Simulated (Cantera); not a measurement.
Feed: 1 mol SiC, 0.48 mol O2, 170 mol H2, equilibrated at 1625 °C and 0.750 Torr.

Equilibrium computed with Cantera from the NASA thermochemical tables; the gas is ideal and each condensed phase is pure. Candidate condensed phases: C, C6H6, C7H8, C8H18, H2O, Si, SiC, SiO2; 123 gas species. Gases not in the tables: Si2H6 and higher silanes. The numbers say what is thermodynamically allowed, not how fast it happens.

Base state: H2 0.967, H 0.0243, CO 0.00427, Si 0.00289, SiO 0.00126, SiH 7.83e-5, Si2C 5.02e-5, SiH2 1.31e-5 (mole fractions); condensed: SiC(s).

What changes in the equilibrium state with this change: temperature from 1625 °C to 1802 °C?


```tsv
species	before	after
H2	0.967	0.909
H	0.0243	0.0803
CO	0.00427	0.00523
Si	0.00289	0.00523
SiC2	1.79e-6	3.22e-5
C2H2 (acetylene)	9.00e-6	0.000120
SiC(s), mol	0.245	0
```

What changes in the equilibrium state with this change: temperature from 1625 °C to 750 °C?


| species | before | after |
|---|---|---|
| H2 | 0.967 | 1.000 |
| CO | 0.00427 | 0.000286 |
| CH4 | 8.31e-8 | 7.49e-5 |
| H | 0.0243 | 1.31e-7 |
| SiO | 0.00126 | 2.92e-8 |
| Si | 0.00289 | <1e-9 |
| SiH | 7.83e-5 | <1e-9 |
| SiC(s), mol | 0.245 | 0.544 |
| C(graphite), mol | 0 | 0.394 |
| SiO2(β-quartz), mol | 0 | 0.456 |
Mutual solubility and eutectic melting of coexisting phases are not modelled.
